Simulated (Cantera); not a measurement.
A perfectly stirred reactor is fed with H2 : O2 : N2 = 1.7 : 1 : 13 (molar parts), equivalence ratio 0.85, at 0.430 bar; it is held at 1375 K, and followed from long to short residence time.

Detailed kinetics in Cantera: GRI-Mech 3.0 (53 species, 325 reactions). The temperature is held fixed by assumption; the heat of reaction is taken as removed at once.

Q: Predict: x(H2) at τ = 15.0 s; x(O2) at τ = 15.0 s; x(N2O) at τ = 15.0 s; x(H2O2) at τ = 15.0 s; x(O) at τ = 15.0 s; x(H2) at τ = 46.0 ms; x(O2) at τ = 46.0 ms; x(N2O) at τ = 46.0 ms; x(H2O2) at τ = 46.0 ms; x(O) at τ = 46.0 ms.

A: 
- x(H2) at τ = 15.0 s: 5.01e-5
- x(O2) at τ = 15.0 s: 0.0101
- x(N2O) at τ = 15.0 s: 1.93e-7
- x(H2O2) at τ = 15.0 s: 3.46e-8
- x(O) at τ = 15.0 s: 7.54e-6
- x(H2) at τ = 46.0 ms: 0.00204
- x(O2) at τ = 46.0 ms: 0.0109
- x(N2O) at τ = 46.0 ms: 6.56e-8
- x(H2O2) at τ = 46.0 ms: 4.17e-7
- x(O) at τ = 46.0 ms: 0.000351
